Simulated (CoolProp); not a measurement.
Ammonia along the isotherm 459.3 K: density (kg/m³) from the reference equation and from simpler models built on Tc = 405.6 K, pc = 11.36 MPa, ω = 0.256; each cubic takes its own stable root.

Computed with CoolProp (reference Helmholtz-energy equation of state, Gao 2020).

| p (MPa) | phase | reference | ideal gas | van der Waals | Peng-Robinson |
|---|---|---|---|---|---|
| 6.25 | gas | 32.37 | 27.87 | 32.16 | 32.60 |
| 12.5 | supercritical | 79.76 | 55.75 | 80.95 | 79.70 |
| 18.8 | supercritical | 162.3 | 83.84 | 174.5 | 151.7 |
| 25 | supercritical | 268.3 | 111.5 | 223.8 | 225.9 |
| 31.2 | supercritical | 332.3 | 139.1 | 247.4 | 276.0 |
| 37.5 | supercritical | 370.3 | 167.2 | 263.3 | 310.6 |
| 43.8 | supercritical | 396.4 | 195.3 | 275.2 | 336.5 |
| 50 | supercritical | 416.2 | 223.0 | 284.6 | 356.8 |
| 56.2 | supercritical | 432.3 | 250.6 | 292.5 | 373.6 |
| 62.5 | supercritical | 446.1 | 278.7 | 299.4 | 388.3 |
| 68.8 | supercritical | 458.0 | 306.8 | 305.4 | 401.1 |
| 75 | supercritical | 468.5 | 334.5 | 310.7 | 412.2 |
| 81.2 | supercritical | 477.9 | 362.1 | 315.4 | 422.2 |
| 87.5 | supercritical | 486.6 | 390.2 | 319.8 | 431.4 |
| 93.8 | supercritical | 494.6 | 418.3 | 323.8 | 439.9 |
| 100 | supercritical | 501.9 | 446.0 | 327.5 | 447.5 |
